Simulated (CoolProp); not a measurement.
Values from CoolProp's reference Helmholtz-energy equation of state, Lemmon 2006. It is a short technical equation, of lower accuracy than the large ones.

For neopentane, give the phase and the Z, isothermal compressibility (1/MPa), expansivity (1/kK), fugacity coefficient at 550 K and 1070 kPa.


- 550 K and 1070 kPa: gas; Z 0.948, isothermal compressibility 0.987, expansivity 2.19, fugacity coefficient 0.950
